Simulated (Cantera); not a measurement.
A Cantera script and what it prints.

```python
import numpy as np
import cantera as ct

gas_names = """
    Ca CaCL CaCL2 Ca2 CL CL2 H HCL H2
""".split()
cond_names = """
    Ca(a) Ca(b) Ca(L) CaCL2(s) CaCL2(L)
""".split()


# ... load() reads the species with a 1 bar reference pressure and builds the phases ...
atoms = {
    'CaCl2': {'Ca': 1, 'CL': 2},
    'H2': {'H': 2},
}
top_T = {}  # K; cautious upper limits of use, not melting points


# ... equilibrate(T, P, feed) seeds the gas with the atoms and calls Mixture.equilibrate('TP', solver="vcs", rtol=1e-11, max_steps=5000) ...
results = []
feed = {'CaCl2': 1, 'H2': 5}  # mol
T = 700  # K
P = 13332.2  # Pa
mix = equilibrate(T, P, feed)
results.append((T, P, feed, dict(zip(mix.species_names, mix.species_moles))))
x = sorted(zip(gas.X, gas.species_names), reverse=True)
print(f"T = {T:g} K  P = {P:g} Pa  gas = {mix.phase_moles(0):.4g} mol")
print("   x: " + "  ".join(f"{s} {v:.3e}" for v, s in x if v > 0.0001))
print("   condensed (mol): " + ("  ".join(f"{mix.phase(i).name} {mix.phase_moles(i):.4g}"
      for i in range(1, mix.n_phases) if mix.phase_moles(i) > 1e-12) or "none"))
```

It prints:

```
T = 700 K  P = 13332.2 Pa  gas = 5 mol
   x: H2 1.000e+00
   condensed (mol): CaCL2(s) 1
```

Equilibrium computed with Cantera from the NASA thermochemical tables; the gas is ideal and each condensed phase is pure.
